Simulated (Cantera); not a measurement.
## Formation from one mole of Cl₂

Cantera with NASA thermochemical tables; ideal gases at 1 bar, condensed phases pure. Values are per mole of reaction as written; species without (g) are pure solids or liquids, kept so even where they would boil at 1 bar.

2 Al + Cl₂(g) ⇌ 2 AlCl(g)

```json
[
 {"T (K)": "548", "ΔH° (kJ)": "-106.8", "ΔS° (J/K)": "166.8", "ΔG° (kJ)": "-198.3", "log10 K": "18.90", "condensed phases": "Al(s)"},
 {"T (K)": "648", "ΔH° (kJ)": "-108.7", "ΔS° (J/K)": "163.7", "ΔG° (kJ)": "-214.8", "log10 K": "17.31", "condensed phases": "Al(s)"},
 {"T (K)": "748", "ΔH° (kJ)": "-110.8", "ΔS° (J/K)": "160.7", "ΔG° (kJ)": "-231.0", "log10 K": "16.13", "condensed phases": "Al(s)"},
 {"T (K)": "848", "ΔH° (kJ)": "-113.3", "ΔS° (J/K)": "157.6", "ΔG° (kJ)": "-246.9", "log10 K": "15.21", "condensed phases": "Al(s)"},
 {"T (K)": "948", "ΔH° (kJ)": "-137.5", "ΔS° (J/K)": "131.5", "ΔG° (kJ)": "-262.2", "log10 K": "14.45", "condensed phases": "Al(l)"},
 {"T (K)": "1048", "ΔH° (kJ)": "-140.1", "ΔS° (J/K)": "128.9", "ΔG° (kJ)": "-275.2", "log10 K": "13.72", "condensed phases": "Al(l)"},
 {"T (K)": "1148", "ΔH° (kJ)": "-142.7", "ΔS° (J/K)": "126.6", "ΔG° (kJ)": "-288.0", "log10 K": "13.10", "condensed phases": "Al(l)"},
 {"T (K)": "1248", "ΔH° (kJ)": "-145.2", "ΔS° (J/K)": "124.5", "ΔG° (kJ)": "-300.6", "log10 K": "12.58", "condensed phases": "Al(l)"},
 {"T (K)": "1348", "ΔH° (kJ)": "-147.7", "ΔS° (J/K)": "122.5", "ΔG° (kJ)": "-312.9", "log10 K": "12.12", "condensed phases": "Al(l)"},
 {"T (K)": "1448", "ΔH° (kJ)": "-150.3", "ΔS° (J/K)": "120.7", "ΔG° (kJ)": "-325.1", "log10 K": "11.73", "condensed phases": "Al(l)"}
]
```

0.5 Ti + Cl₂(g) ⇌ 0.5 TiCl₄(g)

```json
[
 {"T (K)": "548", "ΔH° (kJ)": "-381.2", "ΔS° (J/K)": "-60.0", "ΔG° (kJ)": "-348.3", "log10 K": "33.20", "condensed phases": "Ti(α)"},
 {"T (K)": "648", "ΔH° (kJ)": "-381.0", "ΔS° (J/K)": "-59.8", "ΔG° (kJ)": "-342.3", "log10 K": "27.59", "condensed phases": "Ti(α)"},
 {"T (K)": "748", "ΔH° (kJ)": "-380.9", "ΔS° (J/K)": "-59.6", "ΔG° (kJ)": "-336.3", "log10 K": "23.49", "condensed phases": "Ti(α)"},
 {"T (K)": "848", "ΔH° (kJ)": "-380.8", "ΔS° (J/K)": "-59.5", "ΔG° (kJ)": "-330.4", "log10 K": "20.35", "condensed phases": "Ti(α)"},
 {"T (K)": "948", "ΔH° (kJ)": "-380.8", "ΔS° (J/K)": "-59.5", "ΔG° (kJ)": "-324.4", "log10 K": "17.88", "condensed phases": "Ti(α)"},
 {"T (K)": "1048", "ΔH° (kJ)": "-380.9", "ΔS° (J/K)": "-59.5", "ΔG° (kJ)": "-318.5", "log10 K": "15.87", "condensed phases": "Ti(α)"},
 {"T (K)": "1148", "ΔH° (kJ)": "-381.2", "ΔS° (J/K)": "-59.9", "ΔG° (kJ)": "-312.5", "log10 K": "14.22", "condensed phases": "Ti(α)"},
 {"T (K)": "1248", "ΔH° (kJ)": "-383.0", "ΔS° (J/K)": "-61.4", "ΔG° (kJ)": "-306.4", "log10 K": "12.82", "condensed phases": "Ti(β)"},
 {"T (K)": "1348", "ΔH° (kJ)": "-382.9", "ΔS° (J/K)": "-61.3", "ΔG° (kJ)": "-300.2", "log10 K": "11.63", "condensed phases": "Ti(β)"},
 {"T (K)": "1448", "ΔH° (kJ)": "-382.9", "ΔS° (J/K)": "-61.3", "ΔG° (kJ)": "-294.1", "log10 K": "10.61", "condensed phases": "Ti(β)"}
]
```

Mg + Cl₂(g) ⇌ MgCl₂(g)

| T (K) | ΔH° (kJ) | ΔS° (J/K) | ΔG° (kJ) | log10 K | condensed phases |
|---|---|---|---|---|---|
| 548 | -393.1 | 19.9 | -404.0 | 38.51 | Mg(s) |
| 648 | -393.5 | 19.2 | -406.0 | 32.72 | Mg(s) |
| 748 | -394.0 | 18.5 | -407.9 | 28.48 | Mg(s) |
| 848 | -394.6 | 17.7 | -409.7 | 25.23 | Mg(s) |
| 948 | -403.9 | 7.7 | -411.2 | 22.65 | Mg(l) |
| 1048 | -404.9 | 6.7 | -411.9 | 20.53 | Mg(l) |
| 1148 | -405.8 | 5.8 | -412.5 | 18.77 | Mg(l) |
| 1248 | -406.8 | 5.0 | -413.0 | 17.29 | Mg(l) |
| 1348 | -407.8 | 4.2 | -413.5 | 16.02 | Mg(l) |
| 1448 | -408.8 | 3.5 | -413.9 | 14.93 | Mg(l) |

2 Li + Cl₂(g) ⇌ 2 LiCl(g)

```json
[
 {"T (K)": "548", "ΔH° (kJ)": "-402.9", "ΔS° (J/K)": "118.3", "ΔG° (kJ)": "-467.7", "log10 K": "44.58"},
 {"T (K)": "648", "ΔH° (kJ)": "-405.2", "ΔS° (J/K)": "114.4", "ΔG° (kJ)": "-479.3", "log10 K": "38.64"},
 {"T (K)": "748", "ΔH° (kJ)": "-407.4", "ΔS° (J/K)": "111.3", "ΔG° (kJ)": "-490.6", "log10 K": "34.26"},
 {"T (K)": "848", "ΔH° (kJ)": "-409.5", "ΔS° (J/K)": "108.6", "ΔG° (kJ)": "-501.6", "log10 K": "30.90"},
 {"T (K)": "948", "ΔH° (kJ)": "-411.6", "ΔS° (J/K)": "106.3", "ΔG° (kJ)": "-512.4", "log10 K": "28.23"},
 {"T (K)": "1048", "ΔH° (kJ)": "-413.6", "ΔS° (J/K)": "104.3", "ΔG° (kJ)": "-522.9", "log10 K": "26.06"},
 {"T (K)": "1148", "ΔH° (kJ)": "-415.6", "ΔS° (J/K)": "102.5", "ΔG° (kJ)": "-533.2", "log10 K": "24.26"},
 {"T (K)": "1248", "ΔH° (kJ)": "-417.5", "ΔS° (J/K)": "100.8", "ΔG° (kJ)": "-543.4", "log10 K": "22.74"},
 {"T (K)": "1348", "ΔH° (kJ)": "-419.5", "ΔS° (J/K)": "99.3", "ΔG° (kJ)": "-553.4", "log10 K": "21.44"},
 {"T (K)": "1448", "ΔH° (kJ)": "-421.5", "ΔS° (J/K)": "97.9", "ΔG° (kJ)": "-563.3", "log10 K": "20.32"}
]
```
